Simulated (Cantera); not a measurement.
**Diamond growth**

A diamond (100) surface in a fixed gas of H2 with x(CH4) = 0.013, x(H) = 0.00028, at 1400 K, 203 Torr; coverages are run to steady state.

Cantera simulation using the Harris–Goodwin 1993 mechanism for the reconstructed diamond (100) surface; the numbers are that mechanism's predictions, not measurements.

| x(CH3) | growth (µm/h) | θ c6HH | θ c6H* | θ c6*H | θ c6** | θ c6HM |
|---|---|---|---|---|---|---|
| 1e-06 | 0.00677 | 0.547 | 0.0435 | 0.398 | 0.0116 | 1.02e-6 |
| 2.1e-06 | 0.0142 | 0.547 | 0.0435 | 0.398 | 0.0116 | 2.15e-6 |
| 4.3e-06 | 0.0291 | 0.547 | 0.0435 | 0.398 | 0.0116 | 4.39e-6 |
| 8.8e-06 | 0.0596 | 0.547 | 0.0435 | 0.398 | 0.0116 | 8.99e-6 |
| 1.8e-05 | 0.122 | 0.547 | 0.0435 | 0.398 | 0.0116 | 1.84e-5 |
| 3.8e-05 | 0.256 | 0.546 | 0.0435 | 0.398 | 0.0116 | 3.88e-5 |
| 7.8e-05 | 0.524 | 0.546 | 0.0435 | 0.398 | 0.0115 | 7.96e-5 |
| 0.00016 | 1.07 | 0.546 | 0.0435 | 0.398 | 0.0114 | 0.000163 |
| 0.00033 | 2.16 | 0.545 | 0.0434 | 0.397 | 0.0112 | 0.000335 |
θ: site fractions in the mechanism's names (c6HH fully hydrogenated, c6H* and c6*H radical sites, c6** diradical, c6HM methylated).
